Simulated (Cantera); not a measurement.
An adiabatic, constant-pressure homogeneous reactor starts with 4.75 % C₂H₄, 15.9 % O₂, 59.8 % N₂, 19.5 % H₂O, equivalence ratio 0.89, at 1625 K and 7500 Torr.

Computed with Cantera and GRI-Mech 3.0 (53 species, 325 reactions). GRI-Mech 3.0 was tuned for natural gas; its chemistry of ethylene as a main component is partial and can be far from experiment.

One state of this run: T (K) = 2782; x C₂H₄ = <1e-12; x O₂ = 0.0266; x H₂O = 0.263; x NO = 0.000413; x HCO = 4.92e-8; x HO₂ = 1.69e-5. x: mole fraction; the columns are a selection and need not sum to one.

### Question
Which value of t (s) does it belong to?
A) 2.85e-6
B) 0.00152
C) 0.100
D) 2.31e-5

### Answer
D, 2.31e-5
